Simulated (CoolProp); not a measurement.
Octamethyltrisiloxane (MDM) at 401.4 K and 1.1 MPa is throttled through a valve to 0.514 MPa with no heat exchange. Each further row changes one setting.

Model: reference Helmholtz-energy equation of state, Thol 2017, in CoolProp.

| case | temperature change (K) | final density (kg/m³) |
|---|---|---|
| as stated | +0.1 | (withheld) |
| outlet pressure 0.154 MPa | (withheld) | (withheld) |
| outlet pressure 0.668 MPa | +0.1 | (withheld) |

Task: Complete the blanks.

Result: 
- as stated, final density (kg/m³): 706
- outlet pressure 0.154 MPa, temperature change (K): +0.2
- outlet pressure 0.154 MPa, final density (kg/m³): 705
- outlet pressure 0.668 MPa, final density (kg/m³): 707
